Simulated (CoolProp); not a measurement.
Hydrogen sulfide at 298.15 K and 1.28 MPa is throttled through a valve to 0.177 MPa with no heat exchange. Each further row changes one setting.

The numbers come from the reference Helmholtz-energy equation of state, Lemmon 2006 in CoolProp. It is a short technical equation, of lower accuracy than the large ones.

| case | temperature change (K) | final density (kg/m³) |
|---|---|---|
| as stated | -21.0 | 2.66 |
| outlet pressure 0.0531 MPa | -23.6 | 0.797 |
| outlet pressure 0.23 MPa | -19.9 | 3.46 |
